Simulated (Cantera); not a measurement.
An adiabatic, constant-volume homogeneous reactor starts with CH4 : O2 : N2 = 1 : 3.92 : 14.7 (molar parts), equivalence ratio 0.51, at 1725 K and 20.0 bar. Integrator tolerance rtol = 1e-08.

Cantera simulation using GRI-Mech 3.0 (53 species, 325 reactions); the numbers are that mechanism's predictions, not measurements. The pressure lies above the range GRI-Mech 3.0 was tuned for (to about 10 atm).

What does this change do: initial temperature 1725 to 1698 K?


```csv
quantity,before,after
time of steepest temperature rise,13.4 µs,16.2 µs
temperature at 0.100 s,2834 K,2817 K
equilibrium temperature,2834 K,2817 K
x(CH4) at 0.100 s,<1e-12 (gas-phase equilibrium <1e-12),<1e-12 (gas-phase equilibrium <1e-12)
x(O2) at 0.100 s,0.0840 (gas-phase equilibrium 0.0840),0.0843 (gas-phase equilibrium 0.0843)
x(CO) at 0.100 s,0.00481 (gas-phase equilibrium 0.00481),0.00450 (gas-phase equilibrium 0.00450)
x(CH2O) at 0.100 s,8.98e-11 (gas-phase equilibrium 8.98e-11),7.94e-11 (gas-phase equilibrium 7.94e-11)
x(C2H) at 0.100 s,<1e-12 (gas-phase equilibrium <1e-12),<1e-12 (gas-phase equilibrium <1e-12)
x(NO) at 0.100 s,0.0236 (gas-phase equilibrium 0.0236),0.0231 (gas-phase equilibrium 0.0231)
x(N2O) at 0.100 s,7.33e-6 (gas-phase equilibrium 7.33e-6),7.21e-6 (gas-phase equilibrium 7.21e-6)
```

What does this change do: pressure from 20.0 bar to 1.01 bar?


| quantity | before | after |
|---|---|---|
| time of steepest temperature rise | 13.4 µs | 0.163 ms |
| temperature at 0.100 s | 2834 K | 2695 K |
| equilibrium temperature | 2834 K | 2695 K |
| x(CH4) at 0.100 s | <1e-12 (gas-phase equilibrium <1e-12) | <1e-12 (gas-phase equilibrium <1e-12) |
| x(O2) at 0.100 s | 0.0840 (gas-phase equilibrium 0.0840) | 0.0856 (gas-phase equilibrium 0.0856) |
| x(CO) at 0.100 s | 0.00481 (gas-phase equilibrium 0.00481) | 0.0103 (gas-phase equilibrium 0.0103) |
| x(CH2O) at 0.100 s | 8.98e-11 (gas-phase equilibrium 8.98e-11) | 2.26e-11 (gas-phase equilibrium 2.26e-11) |
| x(C2H) at 0.100 s | <1e-12 (gas-phase equilibrium <1e-12) | <1e-12 (gas-phase equilibrium <1e-12) |
| x(NO) at 0.100 s | 0.0236 (gas-phase equilibrium 0.0236) | 0.0194 (gas-phase equilibrium 0.0194) |
| x(N2O) at 0.100 s | 7.33e-6 (gas-phase equilibrium 7.33e-6) | 1.32e-6 (gas-phase equilibrium 1.32e-6) |
